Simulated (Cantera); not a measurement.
Feed: 1 mol KCl, 0.4 mol HCl, 0.16 mol N2, held at 10.0 Pa.

Cantera equilibrium calculation (NASA polynomials, part measured and part estimated; ideal gas, pure solids and liquids). Candidate condensed phases: K, KCl, NH4Cl; 17 gas species. Equilibrium is a limit: real reactors are often held back by kinetics, nucleation or transport. All values below are at 1675 °C.

Base state: KCl 0.584, HCl 0.169, N2 0.0962, Cl 0.0885, H2 0.0263, H 0.0183, K 0.0175 (mole fractions); condensed: gas only.

What changes in the equilibrium state with this change: HCl from 0.4 to 0.17 mol?


| species | before | after |
|---|---|---|
| KCl | 0.584 | 0.684 |
| N2 | 0.0962 | 0.114 |
| HCl | 0.169 | 0.0843 |
| Cl | 0.0885 | 0.0648 |
| H2 | 0.0263 | 0.0122 |
| K | 0.0175 | 0.0281 |
| H | 0.0183 | 0.0125 |
